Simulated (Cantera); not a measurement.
A closed system holds: 1 mol MgO, 1.7 mol NF₃, 33 mol N₂, held at 58.0 Pa.

Cantera equilibrium calculation (NASA polynomials, part measured and part estimated; ideal gas, pure solids and liquids). Candidate condensed phases: Mg, MgF₂, MgO; 24 gas species. The numbers say what is thermodynamically allowed, not how fast it happens. All values below are at 1473 K.

Base state: N₂ 0.880, F 0.0806, MgF₂ 0.0260, O₂ 0.0129, NO 0.000280, O 1.31e-5 (mole fractions); condensed: gas only.

What changes in the equilibrium state with this change: MgO replaced by CaO?


| species | before | after |
|---|---|---|
| N₂ | 0.880 | 0.902 |
| F | 0.0806 | 0.0826 |
| O₂ | 0.0129 | 0.0132 |
| MgF₂ | 0.0260 | 0 |
| CaF₂ | 0 | 0.00209 |
| NO | 0.000280 | 0.000287 |
| O | 1.31e-5 | 1.33e-5 |
| CaF₂(s), mol | 0 | 0.921 |
Further candidate phases: Ca, CaF₂, CaO.

What changes in the equilibrium state with this change: NF₃ from 1.7 to 0.95 mol?


```json
[
 {"species": "N₂", "before": "0.880", "after": "0.934"},
 {"species": "MgF₂", "before": "0.0260", "after": "0.0279"},
 {"species": "F", "before": "0.0806", "after": "0.0237"},
 {"species": "O₂", "before": "0.0129", "after": "0.0138"},
 {"species": "NO", "before": "0.000280", "after": "0.000299"},
 {"species": "O", "before": "1.31e-5", "after": "1.36e-5"}
]
```
